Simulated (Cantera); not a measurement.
## Ammonia decomposition in nitride growth gas

An isothermal, constant-pressure homogeneous reactor starts with NH₃ : H₂ = 1 : 1.1 (molar parts), at 1575 K and 13300 Pa.

Detailed kinetics in Cantera: the gas-phase N/H chemistry of the illustrative SiF4/NH3 mechanism in the Surface Chemkin manual (1991). Walls and surfaces, which speed up NH3 decomposition in real reactors, are not modelled.

```tsv
t (s)	x NH₃	x H₂	x N₂H₄	x N₂H₂	x NH₂	x H	x N
4.00e-6	0.476	0.524	<1e-12	<1e-12	9.11e-9	5.50e-9	<1e-12
1.61e-5	0.476	0.524	<1e-12	<1e-12	3.92e-8	1.97e-8	<1e-12
6.51e-5	0.476	0.524	<1e-12	<1e-12	1.61e-7	7.69e-8	<1e-12
0.000263	0.476	0.524	1.81e-12	1.19e-11	6.52e-7	3.08e-7	<1e-12
0.00106	0.476	0.524	3.43e-11	3.37e-10	2.63e-6	1.24e-6	<1e-12
0.00427	0.476	0.524	5.76e-10	6.59e-9	1.06e-5	4.98e-6	4.18e-11
0.0172	0.476	0.524	8.08e-9	1.05e-7	3.95e-5	1.86e-5	2.12e-9
0.0696	0.476	0.524	2.10e-8	2.92e-7	6.36e-5	3.00e-5	8.67e-9
0.281	0.474	0.525	2.09e-8	2.91e-7	6.36e-5	3.02e-5	8.71e-9
1.13	0.466	0.530	2.04e-8	2.83e-7	6.29e-5	3.06e-5	8.72e-9
4.57	0.437	0.550	1.87e-8	2.55e-7	6.01e-5	3.24e-5	8.72e-9
18.4	0.344	0.611	1.34e-8	1.76e-7	5.09e-5	3.86e-5	8.63e-9
74.4	0.166	0.729	4.59e-9	5.70e-8	2.98e-5	5.59e-5	7.63e-9
300	0.0368	0.814	4.06e-10	5.06e-9	8.88e-6	8.39e-5	4.18e-9
```
x: mole fraction; the columns are a selection and need not sum to one.

Equilibrium at this temperature and pressure: NH₃ 2.03e-6, H₂ 0.839, N₂H₄ <1e-12, N₂H₂ <1e-12, NH₂ 5.93e-10, H 0.000105, N <1e-12 (gas phase only).
